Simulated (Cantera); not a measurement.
A Cantera script and what it prints.

```python
import numpy as np
import cantera as ct

gas_names = """
    B BF BF2 BF3 BH BHF2 BH2 BH3 BN BO BOF BOF2 BO2 B2 B2O B2O2 B2O3 B3O3F3 B3O3H3 F FO FO2 F2 F2O H HBO
    HBO2 HF HNO HNO2 HNO3 HOF HO2 H2 H2F2 H2O H2O2 H3B3O6 H3F3 H4F4 H5F5 H6F6 H7F7 N NF NF2 NF3 NH NH2
    NH3 NH2OH NO NO2 NO3 N2 N2H2 N2H4 N2O O OH O2 O3
""".split()
cond_names = """
    B(b) B(L) BN(s) B2O3(L) B3O3H3(cr) H2O(s) H2O(L)
""".split()


def load(file, names, dense=False):
    # The tables refer to 1 bar. Condensed volumes are neglected.
    table = {s.name: s for s in ct.Species.list_from_file(file)}
    out = []
    for n in names:
        d = dict(table[n].input_data)
        d["thermo"] = dict(d["thermo"], **{"reference-pressure": 1e5})
        if dense:
            d["equation-of-state"] = {"model": "constant-volume", "density": "1e6 g/cm^3"}
        out.append(ct.Species.from_dict(d))
    return out


gas = ct.Solution(thermo="ideal-gas", species=load("nasa_gas.yaml", gas_names))
cond = {s.name: ct.Solution(thermo="fixed-stoichiometry", species=[s], name=s.name)
        for s in load("nasa_condensed.yaml", cond_names, dense=True)}
atoms = {
    'BF3': {'B': 1, 'F': 3},
    'H2O': {'H': 2, 'O': 1},
    'H2': {'H': 2},
    'N2': {'N': 2},
}
top_T = {'BN(s)': 3200}  # K; cautious upper limits of use, not melting points


def equilibrate(T, P, feed):
    n = {}
    for name, mol in feed.items():
        for a, k in atoms[name].items():
            n[a] = n.get(a, 0.0) + k * mol
    gas.TPX = T, P, n
    mass = sum(n.values()) * gas.mean_molecular_weight
    gas.equilibrate("TP")
    valid = [c for c in cond.values() if c.min_temp <= T <= top_T.get(c.name, c.max_temp)]
    mix = ct.Mixture([(gas, mass / gas.mean_molecular_weight)] + [(c, 0.0) for c in valid])
    mix.T, mix.P = T, P
    mix.equilibrate("TP", solver="vcs", rtol=1e-11, max_steps=5000)
    return mix


results = []
T = 2175  # K
P = 31000  # Pa
for m in [0.55, 0.68, 0.84, 1, 1.3, 1.6, 2, 2.4, 3, 3.8]:
    feed = {'BF3': 1, 'H2O': m, 'H2': 0.15, 'N2': 2.6}  # mol
    mix = equilibrate(T, P, feed)
    results.append((T, P, feed, dict(zip(mix.species_names, mix.species_moles))))

top = {s: max(r[3][s] / sum(r[3][g] for g in gas_names) for r in results) for s in gas_names}
cols = sorted((s for s in top if top[s] > 0.001), key=lambda s: -top[s])[:7]
seen = [c for c in cond_names if any(r[3].get(c, 0) > 1e-12 for r in results)]
print("log10 of partial pressures in bar; condensed amounts in mol")
print(f"{'n(H2O)':>10s}" + "".join(f"{s[:9]:>10s}" for s in cols + seen))
for T, P, feed, n in results:
    ng = sum(n[g] for g in gas_names)
    print(f"{feed['H2O']:10.4g}" + "".join(f"{np.log10(max(n[s] / ng * P / 1e5, 1e-99)):10.3f}" for s in cols)
          + "".join(f"{n.get(c, 0):10.4g}" for c in seen))
```

Result:

```
log10 of partial pressures in bar; condensed amounts in mol
    n(H2O)        N2        HF       H2O       BOF       BF3      HBO2        H2
      0.55    -0.780    -1.147    -3.746    -1.459    -1.562    -4.434    -2.069
      0.68    -0.802    -1.084    -3.393    -1.391    -1.721    -4.077    -2.076
      0.84    -0.827    -1.026    -2.947    -1.333    -1.994    -3.630    -2.089
         1    -0.848    -0.993    -2.459    -1.305    -2.387    -3.147    -2.102
       1.3    -0.874    -0.985    -1.866    -1.324    -2.984    -2.580    -2.122
       1.6    -0.896    -0.994    -1.603    -1.361    -3.300    -2.347    -2.138
         2    -0.923    -1.008    -1.408    -1.412    -3.575    -2.188    -2.156
       2.4    -0.949    -1.024    -1.285    -1.460    -3.778    -2.097    -2.172
         3    -0.984    -1.047    -1.160    -1.527    -4.016    -2.017    -2.190
       3.8    -1.027    -1.077    -1.052    -1.609    -4.267    -1.959    -2.208
```

Equilibrium computed with Cantera from the NASA thermochemical tables; the gas is ideal and each condensed phase is pure. The tables' values for BF2 are old estimates; treat these amounts as uncertain.
